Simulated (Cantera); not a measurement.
Feed: 1 mol Si₃N₄, 0.64 mol H₂O, 8.4 mol H₂, 0.00053 mol N₂, at 75.0 Torr.

These are equilibrium values from Cantera (NASA tables, ideal gas, pure condensed phases), not measurements of a reactor. Candidate condensed phases: H₂O, Si, SiO₂, Si₂N₂O, Si₃N₄; 35 gas species. Mutual solubility and eutectic melting of coexisting phases are not modelled. Gases not in the tables: Si₂H₆ and higher silanes. Rates play no part.

Problem. Which condensed phases are stable at each of these points (T (°C)): 450, 550, 650, 750, 850, 950, 1050, 1150, 1250, 1350, 1450, 1550?

Solution. 
| T (°C) | condensed phases | Si condensed (%) |
|---|---|---|
| 450 | Si₂N₂O(s) + Si₃N₄(s) | 100.0 |
| 550 | Si₂N₂O(s) + Si₃N₄(s) | 100.0 |
| 650 | Si₂N₂O(s) + Si₃N₄(s) | 100.0 |
| 750 | Si₂N₂O(s) + Si₃N₄(s) | 100.0 |
| 850 | Si₂N₂O(s) + Si₃N₄(s) | 100.0 |
| 950 | Si₂N₂O(s) + Si₃N₄(s) | 100.0 |
| 1050 | Si₂N₂O(s) + Si₃N₄(s) | 100.0 |
| 1150 | Si₂N₂O(s) + Si₃N₄(s) | 100.0 |
| 1250 | Si₂N₂O(s) + Si₃N₄(s) | 100.0 |
| 1350 | Si₂N₂O(s) + Si₃N₄(s) | 100.0 |
| 1450 | Si(l) + Si₂N₂O(s) + Si₃N₄(s) | 99.7 |
| 1550 | Si(l) + Si₂N₂O(s) + Si₃N₄(s) | 98.3 |

From 450 °C to 1350 °C the condensed part is Si₂N₂O(s) + Si₃N₄(s). From 1450 °C to 1550 °C the condensed part is Si(l) + Si₂N₂O(s) + Si₃N₄(s).
